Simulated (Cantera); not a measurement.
Input: 1 mol Al, 4.8 mol HCl, 2.9 mol N2, 26 mol N2O, equilibrated at 0.590 bar.

Method: chemical equilibrium by Gibbs-energy minimisation in Cantera with the NASA 1993 tables (ideal gas, pure condensed phases). Candidate condensed phases: Al, AlCl3, AlN, Al2O3, H2O, NH4Cl; 45 gas species. Rates play no part.

log p: log10 of the partial pressure in bar; n: condensed amount in mol.

```json
[
 {"T (K)": "1275", "log p N2": "-0.43", "log p O2": "-0.81", "log p HCl": "-1.34", "log p Cl": "-3.07", "log p H2O": "-2.10", "log p Cl2": "-2.12", "n Al2O3(s)": "0.500"},
 {"T (K)": "1350", "log p N2": "-0.43", "log p O2": "-0.81", "log p HCl": "-1.32", "log p Cl": "-2.81", "log p H2O": "-2.14", "log p Cl2": "-2.19", "n Al2O3(s)": "0.500"},
 {"T (K)": "1425", "log p N2": "-0.43", "log p O2": "-0.81", "log p HCl": "-1.32", "log p Cl": "…", "log p H2O": "-2.17", "log p Cl2": "…", "n Al2O3(s)": "0.500"},
 {"T (K)": "1500", "log p N2": "-0.43", "log p O2": "-0.81", "log p HCl": "-1.31", "log p Cl": "-2.41", "log p H2O": "-2.19", "log p Cl2": "-2.35", "n Al2O3(s)": "0.500"},
 {"T (K)": "1575", "log p N2": "-0.43", "log p O2": "-0.81", "log p HCl": "-1.31", "log p Cl": "-2.25", "log p H2O": "-2.19", "log p Cl2": "-2.44", "n Al2O3(s)": "0.500"},
 {"T (K)": "1650", "log p N2": "-0.43", "log p O2": "-0.82", "log p HCl": "-1.32", "log p Cl": "-2.11", "log p H2O": "-2.18", "log p Cl2": "-2.56", "n Al2O3(s)": "0.500"},
 {"T (K)": "1725", "log p N2": "-0.43", "log p O2": "-0.82", "log p HCl": "-1.33", "log p Cl": "-2.00", "log p H2O": "-2.15", "log p Cl2": "-2.68", "n Al2O3(s)": "0.500"},
 {"T (K)": "1800", "log p N2": "-0.43", "log p O2": "-0.82", "log p HCl": "-1.34", "log p Cl": "…", "log p H2O": "-2.12", "log p Cl2": "…", "n Al2O3(s)": "0.500"},
 {"T (K)": "1875", "log p N2": "-0.43", "log p O2": "-0.82", "log p HCl": "-1.35", "log p Cl": "-1.83", "log p H2O": "-2.08", "log p Cl2": "-2.96", "n Al2O3(s)": "0.500"},
 {"T (K)": "1950", "log p N2": "-0.44", "log p O2": "-0.83", "log p HCl": "-1.37", "log p Cl": "-1.77", "log p H2O": "-2.04", "log p Cl2": "-3.10", "n Al2O3(s)": "0.500"}
]
```

Question: Some entries are withheld; supply them.

Answer: 
- 1800, log p Cl: -1.91
- 1800, log p Cl2: -2.82
- 1425, log p Cl: -2.60
- 1425, log p Cl2: -2.26
